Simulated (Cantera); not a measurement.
Feed: 1 mol NaBr, 0.12 mol O₂, 380 mol N₂, at 1.40e-6 bar.

Equilibrium computed with Cantera from the NASA thermochemical tables; the gas is ideal and each condensed phase is pure. Candidate condensed phases: Br₂, Na, NaBr, NaO₂, Na₂O, Na₂O₂; 16 gas species. The numbers say what is thermodynamically allowed, not how fast it happens. All values below are at 1748 K.

Base state: N₂ 0.994, Br 0.00261, Na 0.00261, O 0.000457, NO 6.26e-5, O₂ 5.43e-5, NaBr 1.10e-5 (mole fractions); condensed: gas only.

**Question.** What changes in the equilibrium state with this change: O₂ from 0.12 to 6.6 mol?

**Answer.** 
```
species    before     after
-------  --------  --------
N₂          0.994     0.974
O₂        5.43e-5    0.0129
O        0.000457   0.00704
Na        0.00261   0.00255
NO        6.26e-5  0.000956
NaBr      1.10e-5   1.06e-5
Br        0.00261   0.00255
```
